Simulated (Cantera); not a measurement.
A closed system holds: 1 mol C2F6, 0.15 mol Si, 0.61 mol H2, held at 2173 K.

Points: P (Pa) = 1, 4.2, 18, 75, 320, 1300, 5600, 24000, 100000.

Cantera's Mixture.equilibrate('TP', solver="vcs", rtol=1e-11, max_steps=5000) on the NASA tables stopped like this:

```
ERROR: FAILURE its = 5001!

*******************************************************************************
CanteraError thrown by MultiPhase::equilibrate:
VCS solver failed. Return code: -1
*******************************************************************************
```

What got this run through?

One answer among several that fit: The failure is numerical, not chemical. The same input converged with solver="gibbs", rtol=1e-10, max_steps=50000, and the result passed a check of the equilibrium conditions:
```
log10 of partial pressures in bar; condensed amounts in mol
      P/Pa         F        HF       CF4       CF2      SiF4       CF3        CF      SiF3         H     C(gr)
         1    -5.133    -5.657   -11.383    -7.073    -6.599   -10.607    -7.127    -7.712    -8.261     1.909
       4.2    -4.528    -5.021    -8.963    -5.863    -5.940    -8.792    -6.522    -7.658    -8.231     1.785
        18    -3.958    -4.358    -6.679    -4.721    -5.270    -7.080    -5.951    -7.560    -8.138     1.433
        75    -3.488    -3.673    -4.801    -3.782    -4.584    -5.671    -5.481    -7.343    -7.923    0.9303
       320    -3.145    -2.944    -3.427    -3.095    -3.855    -4.641    -5.138    -6.958    -7.538    0.7043
      1300    -2.913    -2.260    -2.502    -2.633    -3.170    -3.947    -4.907    -6.504    -7.085    0.7557
      5600    -2.720    -1.584    -1.728    -2.246    -2.494    -3.367    -4.713    -6.022    -6.602    0.8387
   2.4e+04    -2.547    -0.933    -1.036    -1.900    -1.843    -2.848    -4.540    -5.543    -6.124    0.8926
     1e+05    -2.385    -0.304    -0.390    -1.577    -1.215    -2.363    -4.379    -5.077    -5.657    0.9221
```

The gas is ideal and each condensed phase is pure. The feed counts by its element totals alone. The tables' values for SiF3, SiF2 are old estimates; treat these amounts as uncertain. Gases not in the tables: C2F6 and larger saturated fluorocarbons.
